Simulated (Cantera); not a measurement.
A Cantera script and what it prints.

```python
import numpy as np
import cantera as ct

gas_names = """
    CL CL2 H HCL H2 Si SiCL SiCL2 SiCL3 SiCL4 SiH SiHCL3 SiH2 SiH2CL2 SiH3 SiH3CL SiH4 Si2 Si3
""".split()
cond_names = """
    Si(cr) Si(L)
""".split()


# ... load() reads the species with a 1 bar reference pressure and builds the phases ...
atoms = {
    'SiCl4': {'Si': 1, 'CL': 4},
    'HCl': {'H': 1, 'CL': 1},
    'H2': {'H': 2},
}
top_T = {}  # K; cautious upper limits of use, not melting points


# ... equilibrate(T, P, feed) seeds the gas with the atoms and calls Mixture.equilibrate('TP', solver="vcs", rtol=1e-11, max_steps=5000) ...
results = []
feed = {'SiCl4': 1, 'HCl': 4.1, 'H2': 1.9}  # mol
P = 14000  # Pa
for T in [500, 600, 700, 800, 900, 1000, 1100, 1200, 1300, 1400]:
    mix = equilibrate(T, P, feed)
    results.append((T, P, feed, dict(zip(mix.species_names, mix.species_moles))))

top = {s: max(r[3][s] / sum(r[3][g] for g in gas_names) for r in results) for s in gas_names}
cols = sorted((s for s in top if top[s] > 1e-06), key=lambda s: -top[s])[:9]
seen = [c for c in cond_names if any(r[3].get(c, 0) > 1e-12 for r in results)]
print("log10 of partial pressures in bar; condensed amounts in mol")
print(f"{'T/K':>10s}" + "".join(f"{s[:9]:>10s}" for s in cols + seen))
for T, P, feed, n in results:
    ng = sum(n[g] for g in gas_names)
    print(f"{T:10.4g}" + "".join(f"{np.log10(max(n[s] / ng * P / 1e5, 1e-99)):10.3f}" for s in cols)
          + "".join(f"{n.get(c, 0):10.4g}" for c in seen))
```

Output:

```
log10 of partial pressures in bar; condensed amounts in mol
       T/K       HCL        H2     SiCL4     SiCL3     SiCL2    SiHCL3   SiH2CL2        CL         H
       500    -1.086    -1.420    -1.699   -14.487   -23.246    -7.831   -15.427   -20.367   -20.868
       600    -1.086    -1.420    -1.699   -11.382   -17.917    -6.594   -12.789   -16.614   -17.045
       700    -1.086    -1.420    -1.699    -9.174   -14.132    -5.723   -10.928   -13.924   -14.307
       800    -1.086    -1.420    -1.699    -7.527   -11.308    -5.077    -9.548   -11.899   -12.248
       900    -1.086    -1.421    -1.700    -6.251    -9.125    -4.581    -8.485   -10.319   -10.642
      1000    -1.086    -1.421    -1.701    -5.237    -7.389    -4.188    -7.642    -9.050    -9.355
      1100    -1.085    -1.422    -1.703    -4.412    -5.978    -3.871    -6.960    -8.010    -8.298
      1200    -1.084    -1.425    -1.709    -3.734    -4.817    -3.615    -6.404    -7.138    -7.417
      1300    -1.081    -1.432    -1.727    -3.181    -3.861    -3.419    -5.962    -6.395    -6.672
      1400    -1.071    -1.451    -1.777    -2.755    -3.106    -3.306    -5.659    -5.743    -6.039
```

These are equilibrium values from Cantera (NASA tables, ideal gas, pure condensed phases), not measurements of a reactor. The tables' values for SiCl3 are old estimates; treat these amounts as uncertain.
